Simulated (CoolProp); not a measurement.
Vapour-liquid equilibrium of dimethyl carbonate (1) + n-decane (2) at 163.35 °C; x and y are mole fractions of (1).

Values from CoolProp's multi-fluid Helmholtz-energy mixture model, Zhou 2011 and Lemmon 2006; pair parameters Bell 2016.

Question: Give the bubble pressure and the first vapour's composition at x = 0.2, 0.5, 0.65. Is there an azeotrope?

Answer: x = 0.2: 0.3454 MPa, y = 0.792; x = 0.5: 0.5034 MPa, y = 0.877; x = 0.65: 0.5487 MPa, y = 0.900. No azeotrope shows between x = 0.05 and 0.95.

The pair parameters rest on a limited set of measurements; away from them the model extrapolates. With so large a gap from Raoult's law the liquid may split in two, which this calculation doesn't test in full.
